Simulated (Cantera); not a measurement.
What does this Cantera script print?

```python
import numpy as np
import cantera as ct

gas_names = """
    Br2 ALBr3 SiBr4
""".split()
cond_names = """
    Hg(cr) Hg(L) HgBr2(s) HgBr2(L) Mg(cr) Mg(L) MgBr2(s) MgBr2(L) Ca(a) Ca(b) Ca(L) CaBr2(s) CaBr2(L)
    AL(cr) AL(L) Si(cr) Si(L)
""".split()


def load(file, names, dense=False):
    # The tables refer to 1 bar. Condensed volumes are neglected.
    table = {s.name: s for s in ct.Species.list_from_file(file)}
    out = []
    for n in names:
        d = dict(table[n].input_data)
        d["thermo"] = dict(d["thermo"], **{"reference-pressure": 1e5})
        if dense:
            d["equation-of-state"] = {"model": "constant-volume", "density": "1e6 g/cm^3"}
        out.append(ct.Species.from_dict(d))
    return out


species = {s.name: s for s in load("nasa_gas.yaml", gas_names) + load("nasa_condensed.yaml", cond_names)}
# Each term lists the table entries of one substance; the one whose range holds T is used.
reactions = {
    'Hg + Br2(g) = HgBr2':
        [(-1, ['Hg(cr)', 'Hg(L)']), (-1, ['Br2']), (1, ['HgBr2(s)', 'HgBr2(L)'])],
    'Mg + Br2(g) = MgBr2':
        [(-1, ['Mg(cr)', 'Mg(L)']), (-1, ['Br2']), (1, ['MgBr2(s)', 'MgBr2(L)'])],
    'Ca + Br2(g) = CaBr2':
        [(-1, ['Ca(a)', 'Ca(b)', 'Ca(L)']), (-1, ['Br2']), (1, ['CaBr2(s)', 'CaBr2(L)'])],
    '0.6667 Al + Br2(g) = 0.6667 AlBr3(g)':
        [(-0.6666666666666666, ['AL(cr)', 'AL(L)']), (-1, ['Br2']), (0.6666666666666666, ['ALBr3'])],
    '0.5 Si + Br2(g) = 0.5 SiBr4(g)':
        [(-0.5, ['Si(cr)', 'Si(L)']), (-1, ['Br2']), (0.5, ['SiBr4'])],
}


def pick(names, T):
    return next(species[n] for n in names if species[n].thermo.min_temp <= T <= species[n].thermo.max_temp)


results = []
for label, terms in reactions.items():
    print(label)
    print("     T/K   dH/kJ  dS/(J/K)   dG/kJ   log10 K")
    for T in [448, 498, 548, 598, 648, 698, 748]:
        used = [(nu, pick(names, T)) for nu, names in terms]
        dH = sum(nu * s.thermo.h(T) for nu, s in used) / 1e6
        dS = sum(nu * s.thermo.s(T) for nu, s in used) / 1e3
        dG = dH - T * dS / 1e3
        logK = -dG * 1e6 / (ct.gas_constant * T * np.log(10))
        results.append((label, T, dH, dS, dG, logK, [s.name for _, s in used]))
        print(f"{T:8g} {dH:8.1f} {dS:8.1f} {dG:8.1f} {logK:8.2f}")
```

Output:

```
Hg + Br2(g) = HgBr2
     T/K   dH/kJ  dS/(J/K)   dG/kJ   log10 K
     448   -198.4   -145.8   -133.0    15.51
     498   -197.6   -144.1   -125.8    13.19
     548   -178.1   -106.3   -119.8    11.42
     598   -176.2   -103.0   -114.6    10.01
     648   -174.3   -100.0   -109.5     8.83
     698   -172.4    -97.2   -104.6     7.83
     748   -170.6    -94.6    -99.8     6.97
Mg + Br2(g) = MgBr2
     T/K   dH/kJ  dS/(J/K)   dG/kJ   log10 K
     448   -553.1   -155.3   -483.5    56.38
     498   -552.4   -153.7   -475.8    49.91
     548   -551.6   -152.2   -468.2    44.63
     598   -550.8   -150.8   -460.6    40.23
     648   -550.0   -149.5   -453.1    36.52
     698   -549.2   -148.3   -445.7    33.35
     748   -548.4   -147.2   -438.3    30.60
Ca + Br2(g) = CaBr2
     T/K   dH/kJ  dS/(J/K)   dG/kJ   log10 K
     448   -712.1   -152.7   -643.7    75.05
     498   -711.4   -151.2   -636.1    66.72
     548   -710.7   -149.9   -628.6    59.91
     598   -710.1   -148.8   -621.1    54.25
     648   -709.5   -147.8   -613.7    49.47
     698   -708.9   -146.9   -606.3    45.37
     748   -709.1   -147.3   -599.0    41.83
0.6667 Al + Br2(g) = 0.6667 AlBr3(g)
     T/K   dH/kJ  dS/(J/K)   dG/kJ   log10 K
     448   -304.8    -32.1   -290.4    33.86
     498   -304.9    -32.3   -288.8    30.29
     548   -305.0    -32.5   -287.2    27.38
     598   -305.1    -32.6   -285.6    24.94
     648   -305.2    -32.8   -283.9    22.89
     698   -305.3    -33.0   -282.3    21.12
     748   -305.5    -33.2   -280.6    19.60
0.5 Si + Br2(g) = 0.5 SiBr4(g)
     T/K   dH/kJ  dS/(J/K)   dG/kJ   log10 K
     448   -238.2    -64.1   -209.5    24.43
     498   -238.1    -63.8   -206.3    21.64
     548   -238.0    -63.5   -203.2    19.36
     598   -237.8    -63.3   -200.0    17.47
     648   -237.7    -63.0   -196.8    15.87
     698   -237.5    -62.8   -193.7    14.49
     748   -237.4    -62.6   -190.5    13.31
```

Cantera with NASA thermochemical tables; ideal gases at 1 bar, condensed phases pure. Condensed species are held in their standard states even where they would react or evaporate.
